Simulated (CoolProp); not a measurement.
Values from CoolProp's reference Helmholtz-energy equation of state, Lemmon 2006. It is a short technical equation, of lower accuracy than the large ones.

Q: For acetone, give the phase and the cp (kJ/(kg K)), cv (kJ/(kg K)), Joule-Thomson coefficient (K/MPa) at 406.6 K and 3.28 bar; 460.2 K and 1.88 bar.

A: 
- 406.6 K and 3.28 bar: gas; cp 1.76, cv 1.55, Joule-Thomson coefficient 28.9
- 460.2 K and 1.88 bar: gas; cp 1.80, cv 1.63, Joule-Thomson coefficient 16.8
